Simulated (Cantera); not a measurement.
A closed system holds: 1 mol Fe3O4, a varied amount of H2, at 2175 K and 1 atm.

These are equilibrium values from Cantera (NASA tables, ideal gas, pure condensed phases), not measurements of a reactor. Candidate condensed phases: Fe, FeO, Fe(OH)2, Fe(OH)3, Fe2O3, Fe3O4, H2O; 12 gas species. Each liquid is taken as pure. Mutual solubility and eutectic melting of coexisting phases are not modelled. The tables' stoichiometric FeO is somewhat more stable than real wüstite, so its field is too wide. FeO: taken at fixed stoichiometry. Rates play no part.

Problem. Which condensed phases are stable at each of these points (n(H2) (mol)): 0.66, 1.6, 3.9, 9.5, 23, 56, 140, 330, 810, 2000?

Solution. 
```csv
n(H2) (mol),condensed phases,Fe condensed (%)
0.66,FeO(l),100.0
1.6,FeO(l),99.9
3.9,Fe(l) + FeO(l),99.7
9.5,Fe(l) + FeO(l),99.2
23,Fe(l),98.3
56,Fe(l),95.9
140,Fe(l),89.8
330,Fe(l),76.0
810,Fe(l),41.1
2000,gas only,0.0
```

From 0.66 mol H2 to 1.6 mol H2 the condensed part is FeO(l). From 3.9 mol H2 to 9.5 mol H2 the condensed part is Fe(l) + FeO(l). From 23 mol H2 to 810 mol H2 the condensed part is Fe(l). At 2000 mol H2 nothing is condensed.
